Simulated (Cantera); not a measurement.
# Catalytic stagnation flow on Pt

A jet of 4.55 % CH4, 5.68 % O2, 89.8 % N2, equivalence ratio 1.6 at 300 K and 3600 Pa hits a platinum plate 2.3 cm away at a mass flux of 0.024 kg/m²/s; the plate temperature is set and raised in steps from an oxygen-covered start.

Model: Deutschmann's 1995 Pt surface mechanism with GRI-Mech 3.0 gas chemistry, integrated in Cantera. Catalytic surfaces can have several steady states; this one follows from the mechanism file's or the stated starting coverage.

```csv
plate T (K),wall x CH4,wall x O2,wall x H2O,wall x OH,wall x CO,wall x CO2,θ free Pt,θ H*,θ CO*,θ C*
950,0.00835,0.00337,0.0587,<1e-8,0.0386,0.000224,0.777,0.00114,0.114,0.108
1000,0.00662,0.00276,0.0578,<1e-8,0.0402,0.000496,0.890,0.00116,0.0686,0.0399
1050,0.00602,0.00258,0.0570,<1e-8,0.0403,0.00105,0.949,0.00104,0.0372,0.0132
1100,0.00586,0.00258,0.0561,<1e-8,0.0397,0.00194,0.975,0.000908,0.0197,0.00473
1150,0.00588,0.00264,0.0549,1.65e-8,0.0386,0.00324,0.987,0.000796,0.0105,0.00185
1200,0.00597,0.00273,0.0535,4.48e-8,0.0370,0.00495,0.993,0.000707,0.00580,0.000803
1250,0.00608,0.00284,0.0518,1.10e-7,0.0351,0.00701,0.996,0.000637,0.00328,0.000378
```
x: mole fraction at the wall; θ: surface coverage.
